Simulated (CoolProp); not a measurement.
Properties of fluorine along the isotherm -126.05 °C.

Model: reference Helmholtz-energy equation of state, de Reuck 1990, in CoolProp.

```json
[
 {"p (kPa)": "202", "phase": "gas", "Z": "0.9880", "cp (kJ/(kg K))": "0.7865", "fugacity coefficient": "0.9882"},
 {"p (kPa)": "403", "phase": "gas", "Z": "0.9758", "cp (kJ/(kg K))": "0.8047", "fugacity coefficient": "0.9764"},
 {"p (kPa)": "605", "phase": "gas", "Z": "0.9633", "cp (kJ/(kg K))": "0.8239", "fugacity coefficient": "0.9646"},
 {"p (kPa)": "806", "phase": "gas", "Z": "0.9505", "cp (kJ/(kg K))": "0.8439", "fugacity coefficient": "0.9528"},
 {"p (kPa)": "1010", "phase": "gas", "Z": "0.9372", "cp (kJ/(kg K))": "0.8654", "fugacity coefficient": "0.9409"},
 {"p (kPa)": "1210", "phase": "gas", "Z": "0.9239", "cp (kJ/(kg K))": "0.8877", "fugacity coefficient": "0.9292"},
 {"p (kPa)": "1410", "phase": "gas", "Z": "0.9102", "cp (kJ/(kg K))": "0.9116", "fugacity coefficient": "0.9175"},
 {"p (kPa)": "1610", "phase": "gas", "Z": "0.8963", "cp (kJ/(kg K))": "0.9372", "fugacity coefficient": "0.9058"},
 {"p (kPa)": "1810", "phase": "gas", "Z": "0.8820", "cp (kJ/(kg K))": "0.9649", "fugacity coefficient": "0.8941"},
 {"p (kPa)": "2020", "phase": "gas", "Z": "0.8665", "cp (kJ/(kg K))": "0.9966", "fugacity coefficient": "0.8819"},
 {"p (kPa)": "2220", "phase": "gas", "Z": "0.8514", "cp (kJ/(kg K))": "1.030", "fugacity coefficient": "0.8703"},
 {"p (kPa)": "2420", "phase": "gas", "Z": "0.8359", "cp (kJ/(kg K))": "1.066", "fugacity coefficient": "0.8586"},
 {"p (kPa)": "2620", "phase": "gas", "Z": "0.8200", "cp (kJ/(kg K))": "1.107", "fugacity coefficient": "0.8470"}
]
```
